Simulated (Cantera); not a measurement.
An adiabatic, constant-volume homogeneous reactor starts with 1.99 % CH₄, 1.17 % H₂, 13.4 % O₂, 79.1 % N₂, 4.37 % CO₂, equivalence ratio 0.34, at 1450 K and 10.0 bar.

Detailed kinetics in Cantera: GRI-Mech 3.0 (53 species, 325 reactions).

x: mole fraction; the columns are a selection and need not sum to one.

| t (s) | T (K) | P (bar) | x CH₄ | x H₂ | x O₂ | x NO₂ | x O | x H₂O | x C₂H₆ |
|---|---|---|---|---|---|---|---|---|---|
| 1.00e-6 | 1450 | 10.00 | 0.0199 | 0.0117 | 0.134 | <1e-12 | 1.06e-8 | 7.51e-8 | 3.30e-12 |
| 3.14e-6 | 1450 | 10.00 | 0.0199 | 0.0117 | 0.134 | <1e-12 | 2.35e-8 | 5.37e-7 | 2.28e-10 |
| 9.85e-6 | 1450 | 10.0 | 0.0199 | 0.0117 | 0.134 | <1e-12 | 1.24e-7 | 6.25e-6 | 2.89e-8 |
| 3.09e-5 | 1455 | 10.0 | 0.0192 | 0.0114 | 0.133 | <1e-12 | 7.75e-6 | 0.000823 | 8.81e-5 |
| 9.70e-5 | 2070 | 14.2 | <1e-12 | 6.80e-5 | 0.0891 | 4.63e-8 | 0.000246 | 0.0509 | <1e-12 |
| 0.000305 | 2084 | 14.3 | <1e-12 | 2.43e-5 | 0.0888 | 4.57e-8 | 9.83e-5 | 0.0513 | <1e-12 |
| 0.000956 | 2083 | 14.3 | <1e-12 | 2.42e-5 | 0.0888 | [?] | 9.82e-5 | 0.0513 | <1e-12 |
| 0.00300 | 2083 | 14.3 | <1e-12 | 2.42e-5 | 0.0888 | [?] | 9.81e-5 | 0.0513 | <1e-12 |
| 0.00942 | 2083 | 14.3 | <1e-12 | 2.42e-5 | 0.0887 | [?] | 9.78e-5 | 0.0513 | <1e-12 |
| 0.0296 | 2082 | 14.3 | <1e-12 | 2.40e-5 | 0.0885 | [?] | 9.69e-5 | 0.0513 | <1e-12 |
| 0.0928 | 2079 | 14.3 | <1e-12 | 2.36e-5 | 0.0879 | [?] | 9.45e-5 | 0.0513 | <1e-12 |
| 0.291 | 2072 | 14.2 | <1e-12 | 2.27e-5 | 0.0868 | [?] | 8.97e-5 | 0.0513 | <1e-12 |
| 0.914 | 2067 | 14.2 | <1e-12 | 2.20e-5 | 0.0859 | 2.14e-5 | 8.61e-5 | 0.0513 | <1e-12 |
| 2.87 | 2066 | 14.2 | <1e-12 | 2.20e-5 | 0.0859 | 2.19e-5 | 8.58e-5 | 0.0513 | <1e-12 |
| 9.00 | 2066 | 14.2 | <1e-12 | 2.20e-5 | 0.0859 | 2.19e-5 | 8.58e-5 | 0.0513 | <1e-12 |

**Question.** What belongs in the gaps?

**Answer.** 
- 0.000956, x NO₂: 9.55e-8
- 0.00300, x NO₂: 2.51e-7
- 0.00942, x NO₂: 7.36e-7
- 0.0296, x NO₂: 2.21e-6
- 0.0928, x NO₂: 6.34e-6
- 0.291, x NO₂: 1.48e-5
